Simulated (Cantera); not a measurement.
A closed system holds: 1 mol AlCl3, 7.5 mol H2O, 500 mol N2, held at 1.80 mbar.

Method: chemical equilibrium by Gibbs-energy minimisation in Cantera with the NASA 1993 tables (ideal gas, pure condensed phases). Candidate condensed phases: Al, AlCl3, AlN, Al2O3, H2O, NH4Cl; 45 gas species. Rates play no part.

x: gas mole fraction; n: condensed amount in mol.

```json
[
 {"T (K)": "1273", "x N2": "0.982", "x H2O": "0.0118", "x HCl": "0.00587", "x H2": "…", "x H": "6.36e-8", "x Cl": "2.22e-5", "n Al2O3(s)": "0.500"},
 {"T (K)": "1348", "x N2": "0.982", "x H2O": "0.0118", "x HCl": "0.00585", "x H2": "…", "x H": "3.09e-7", "x Cl": "4.68e-5", "n Al2O3(s)": "0.500"},
 {"T (K)": "1423", "x N2": "0.982", "x H2O": "0.0118", "x HCl": "0.00580", "x H2": "…", "x H": "1.28e-6", "x Cl": "9.10e-5", "n Al2O3(s)": "0.500"},
 {"T (K)": "1498", "x N2": "0.982", "x H2O": "0.0117", "x HCl": "0.00573", "x H2": "…", "x H": "4.60e-6", "x Cl": "0.000165", "n Al2O3(s)": "0.500"},
 {"T (K)": "1573", "x N2": "0.982", "x H2O": "0.0117", "x HCl": "0.00561", "x H2": "…", "x H": "1.47e-5", "x Cl": "0.000279", "n Al2O3(s)": "0.500"},
 {"T (K)": "1648", "x N2": "0.982", "x H2O": "0.0116", "x HCl": "0.00544", "x H2": "…", "x H": "4.20e-5", "x Cl": "0.000447", "n Al2O3(s)": "0.500"},
 {"T (K)": "1723", "x N2": "0.982", "x H2O": "0.0114", "x HCl": "0.00521", "x H2": "…", "x H": "0.000110", "x Cl": "0.000680", "n Al2O3(s)": "0.500"},
 {"T (K)": "1798", "x N2": "0.981", "x H2O": "0.0110", "x HCl": "0.00490", "x H2": "…", "x H": "0.000263", "x Cl": "0.000983", "n Al2O3(s)": "0.500"},
 {"T (K)": "1873", "x N2": "0.981", "x H2O": "0.0105", "x HCl": "0.00453", "x H2": "…", "x H": "0.000584", "x Cl": "0.00136", "n Al2O3(s)": "0.500"},
 {"T (K)": "1948", "x N2": "0.980", "x H2O": "0.00974", "x HCl": "0.00408", "x H2": "…", "x H": "0.00121", "x Cl": "0.00180", "n Al2O3(s)": "0.500"},
 {"T (K)": "2023", "x N2": "0.978", "x H2O": "0.00863", "x HCl": "0.00358", "x H2": "…", "x H": "0.00233", "x Cl": "0.00229", "n Al2O3(s)": "0.499"}
]
```

Question: What belongs in the gaps?

Answer: 
- 1273, x H2: 1.43e-5
- 1348, x H2: 3.22e-5
- 1423, x H2: 6.68e-5
- 1498, x H2: 0.000129
- 1573, x H2: 0.000234
- 1648, x H2: 0.000401
- 1723, x H2: 0.000651
- 1798, x H2: 0.00101
- 1873, x H2: 0.00148
- 1948, x H2: 0.00205
- 2023, x H2: 0.00270
